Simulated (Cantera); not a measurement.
Cantera run:

```python
import numpy as np
import cantera as ct

gas_names = """
    N2 BOCL NO BCL3
""".split()
cond_names = """
    BN(s)
""".split()


def load(file, names, dense=False):
    # The tables refer to 1 bar. Condensed volumes are neglected.
    table = {s.name: s for s in ct.Species.list_from_file(file)}
    out = []
    for n in names:
        d = dict(table[n].input_data)
        d["thermo"] = dict(d["thermo"], **{"reference-pressure": 1e5})
        if dense:
            d["equation-of-state"] = {"model": "constant-volume", "density": "1e6 g/cm^3"}
        out.append(ct.Species.from_dict(d))
    return out


species = {s.name: s for s in load("nasa_gas.yaml", gas_names) + load("nasa_condensed.yaml", cond_names)}
# Each term lists the table entries of one substance; the one whose range holds T is used.
reactions = {
    '5 N2(g) + 6 BOCl(g) = 4 BN + 6 NO(g) + 2 BCl3(g)':
        [(-5, ['N2']), (-6, ['BOCL']), (4, ['BN(s)']), (6, ['NO']), (2, ['BCL3'])],
}


def pick(names, T):
    return next(species[n] for n in names if species[n].thermo.min_temp <= T <= species[n].thermo.max_temp)


results = []
for label, terms in reactions.items():
    print(label)
    print("     T/K   dH/kJ  dS/(J/K)   dG/kJ   log10 K")
    for T in [300, 1173, 1198, 1223, 1248, 1273, 1298]:
        used = [(nu, pick(names, T)) for nu, names in terms]
        dH = sum(nu * s.thermo.h(T) for nu, s in used) / 1e6
        dS = sum(nu * s.thermo.s(T) for nu, s in used) / 1e3
        dG = dH - T * dS / 1e3
        logK = -dG * 1e6 / (ct.gas_constant * T * np.log(10))
        results.append((label, T, dH, dS, dG, logK, [s.name for _, s in used]))
        print(f"{T:8g} {dH:8.1f} {dS:8.1f} {dG:8.1f} {logK:8.2f}")
```

Output:

```
5 N2(g) + 6 BOCl(g) = 4 BN + 6 NO(g) + 2 BCl3(g)
     T/K   dH/kJ  dS/(J/K)   dG/kJ   log10 K
     300    635.8   -478.8    779.4  -135.71
    1173    647.1   -471.8   1200.5   -53.46
    1198    648.0   -471.0   1212.3   -52.86
    1223    648.9   -470.3   1224.0   -52.28
    1248    649.7   -469.6   1235.8   -51.72
    1273    650.6   -468.9   1247.5   -51.19
    1298    651.5   -468.2   1259.2   -50.67
```

Standard-state values (1 bar) from the NASA 1993 polynomials, evaluated with Cantera. The tables' values for BOCl are old estimates. Condensed species are held in their standard states even where they would react or evaporate.
